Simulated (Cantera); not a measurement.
Source: NASA polynomial tables (part measured, part estimated), evaluated in Cantera. Values are per mole of reaction as written; species without (g) are pure solids or liquids, kept so even where they would boil at 1 bar.

2 Cl(g) + MgF2 ⇌ MgCl2(g) + 2 F(g), with ΔH° = 648.0 kJ and ΔS° = 206.9 J/K at 300 K.

**Question.** How far is the shortcut ΔG° ≈ ΔH°(300 K) − T·ΔS°(300 K) from the full temperature-dependent value at 2025, 2075, 2125, 2175, 2225, 2275, 2325 K?

**Answer.** 
```json
[
 {"T (K)": "2025", "shortcut (kJ)": "229.0", "full (kJ)": "280.3", "difference (kJ)": "-51.3", "difference in log10 K": "1.32", "condensed phases": "MgF2(l)"},
 {"T (K)": "2075", "shortcut (kJ)": "218.7", "full (kJ)": "273.7", "difference (kJ)": "-55.0", "difference in log10 K": "1.39", "condensed phases": "MgF2(l)"},
 {"T (K)": "2125", "shortcut (kJ)": "208.3", "full (kJ)": "267.1", "difference (kJ)": "-58.8", "difference in log10 K": "1.44", "condensed phases": "MgF2(l)"},
 {"T (K)": "2175", "shortcut (kJ)": "198.0", "full (kJ)": "260.5", "difference (kJ)": "-62.6", "difference in log10 K": "1.50", "condensed phases": "MgF2(l)"},
 {"T (K)": "2225", "shortcut (kJ)": "187.6", "full (kJ)": "254.0", "difference (kJ)": "-66.4", "difference in log10 K": "1.56", "condensed phases": "MgF2(l)"},
 {"T (K)": "2275", "shortcut (kJ)": "177.3", "full (kJ)": "247.5", "difference (kJ)": "-70.2", "difference in log10 K": "1.61", "condensed phases": "MgF2(l)"},
 {"T (K)": "2325", "shortcut (kJ)": "166.9", "full (kJ)": "241.1", "difference (kJ)": "-74.1", "difference in log10 K": "1.67", "condensed phases": "MgF2(l)"}
]
```
The shortcut ignores heat capacities and the phase changes listed.
